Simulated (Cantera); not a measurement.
Feed: 1 mol Cu2O, 670 mol H2, 0.44 mol N2, held at 1925 K and 5.80 bar.

Equilibrium computed with Cantera from the NASA thermochemical tables; the gas is ideal and each condensed phase is pure. Candidate condensed phases: Cu, CuO, Cu(OH)2, Cu2O, H2O; 27 gas species. The numbers say what is thermodynamically allowed, not how fast it happens.

Base state: H2 0.997, H2O 0.00149, N2 0.000654, H 0.000396, Cu 0.000359 (mole fractions); condensed: Cu(l).

Q: What changes in the equilibrium state with this change: pressure from 5.80 bar to 0.00610 bar?

A: 
```
species       before     after
----------  --------  --------
H2             0.997     0.983
H           0.000396    0.0121
Cu          0.000359   0.00296
H2O          0.00149   0.00148
N2          0.000654  0.000650
Cu(l), mol      1.76         0
```
